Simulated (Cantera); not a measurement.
An adiabatic, constant-pressure homogeneous reactor starts with CH4 : C2H6 : C3H8 : O2 : N2 = 1 : 0.03 : 0.5 : 4.61 : 17.3 (molar parts), at 1198 K and 7500 Torr.

Computed with Cantera and GRI-Mech 3.0 (53 species, 325 reactions). GRI-Mech 3.0 was tuned for natural gas; its chemistry of propane as a main component is partial and can be far from experiment.

Q: Predict: time of steepest temperature rise; temperature at 0.300 s; equilibrium temperature; x(HCN) at 0.300 s; x(H2O2) at 0.300 s; x(H) at 0.300 s; x(NO) at 0.300 s.

A: 
```json
{
 "time_of_steepest_temperature_rise": "1.84 ms",
 "temperature at 0.300 s": "2766 K",
 "equilibrium_temperature": "2766 K",
 "x(HCN) at 0.300 s": "2.53e-9 (gas-phase equilibrium 2.53e-9)",
 "x(H2O2) at 0.300 s": "6.21e-7 (gas-phase equilibrium 6.21e-7)",
 "x(H) at 0.300 s": "0.00212 (gas-phase equilibrium 0.00212)",
 "x(NO) at 0.300 s": "0.00792 (gas-phase equilibrium 0.00792)"
}
```
